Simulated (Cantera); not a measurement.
Input (Python, Cantera):

```python
import numpy as np
import cantera as ct

gas = ct.Solution("gri30.yaml")


def delay(T, t_max=10):
    gas.TPX = T, 500000, {'CH4': 1, 'C2H6': 0.14, 'O2': 1.94, 'N2': 7.31}
    reactor = ct.IdealGasConstPressureReactor(gas, clone=False)
    net = ct.ReactorNet([reactor])
    net.rtol, net.atol = 1e-8, 1e-16
    while net.time < t_max:
        t_old, T_old = net.time, reactor.T
        net.step()
        if reactor.T > T + 400:  # ignition: a rise of 400 K
            return t_old + (T + 400 - T_old) / (reactor.T - T_old) * (net.time - t_old)
    return np.nan


taus = []
for T in [1275, 1350, 1425, 1500, 1575, 1650]:
    taus.append(delay(T))
    print(f"T0 = {T:6g} K   tau = {taus[-1]:.4e} s")
```

Output:

```
T0 =   1275 K   tau = 5.8084e-04 s
T0 =   1350 K   tau = 2.8167e-04 s
T0 =   1425 K   tau = 1.4530e-04 s
T0 =   1500 K   tau = 7.7816e-05 s
T0 =   1575 K   tau = 4.3114e-05 s
T0 =   1650 K   tau = 2.4884e-05 s
```

Computed with Cantera and GRI-Mech 3.0 (53 species, 325 reactions).
